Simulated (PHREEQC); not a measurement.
Consider water at 25 °C with 0.00047 mol Ag2SO4, 0.0047 mol HNO3 and 0.000132 mol Zn(NO3)2 per kg of water. Closed to the air; pH follows from the charge balance.

Model: ion-association model, wateq4f.dat, run in PHREEQC.

Question: The ionic strength comes out as 0.00625 mol/kgw. What activity coefficients do AgSO4-, HSO4-, Ag+, H+, Zn+2 get?

Answer: AgSO4- 0.92, HSO4- 0.92, Ag+ 0.92, H+ 0.93, Zn+2 0.72.

No solid was allowed to form.
